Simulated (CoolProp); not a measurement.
Saturation properties of hydrogen chloride.

The numbers come from the reference Helmholtz-energy equation of state, Thol 2018 in CoolProp.

| T (K) | p (bar) | liquid density (kg/m³) | vapour density (kg/m³) | enthalpy of vaporisation (kJ/kg) | liquid cp (kJ/(kg K)) |
|---|---|---|---|---|---|
| 221.6 | … | 1097 | 10.72 | … | 1.708 |
| 228.6 | 6.487 | … | 13.85 | … | 1.728 |
| 235.7 | 8.380 | 1056 | 17.72 | 382.9 | 1.754 |
| 242.7 | 10.63 | 1035 | 22.33 | 371.7 | 1.784 |
| 249.8 | 13.33 | 1012 | 27.96 | 359.5 | 1.822 |
| 256.8 | 16.47 | 988.5 | 34.60 | 346.5 | 1.869 |
| 263.8 | 20.12 | 963.5 | … | … | 1.928 |
| 270.9 | 24.40 | 936.7 | 52.24 | 316.8 | 2.004 |
| 277.9 | 29.25 | 908.3 | 63.77 | 299.9 | 2.102 |

### Question
Fill in the missing entries.

### Answer

- 221.6, p (bar): 4.955
- 221.6, enthalpy of vaporisation (kJ/kg): 403.5
- 228.6, liquid density (kg/m³): 1077
- 228.6, enthalpy of vaporisation (kJ/kg): 393.6
- 263.8, vapour density (kg/m³): 42.56
- 263.8, enthalpy of vaporisation (kJ/kg): 332.4

It boils at 188.2 K under 1 atm.
